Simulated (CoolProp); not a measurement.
Propylene along the isotherm 575 K: fugacity coefficient from the reference equation and from simpler models built on Tc = 364.2 K, pc = 4.555 MPa, ω = 0.146; each cubic takes its own stable root.

Computed with CoolProp (reference Helmholtz-energy equation of state, Lemmon 2013).

```
p (MPa)          phase  reference
-------  -------------  ---------
0.683              gas     0.9894
1.37               gas     0.9790
2.05               gas     0.9690
2.73               gas     0.9591
3.42               gas     0.9494
4.1                gas     0.9400
4.78     supercritical     0.9309
5.47     supercritical     0.9218
6.15     supercritical     0.9132
6.83     supercritical     0.9047
```

### Question
How far does each simpler model (Redlich-Kwong, Soave-Redlich-Kwong, Peng-Robinson) lie from the reference over these 10 states: mean and median of the absolute difference, and the worst?

### Answer
- Redlich-Kwong: mean 0.9 %, median 0.9 %, worst -1.6 % at 575 K and 6.83 MPa
- Soave-Redlich-Kwong: mean 1.0 %, median 0.9 %, worst +1.8 % at 575 K and 6.83 MPa
- Peng-Robinson: mean 0.8 %, median 0.8 %, worst -1.2 % at 575 K and 6.83 MPa
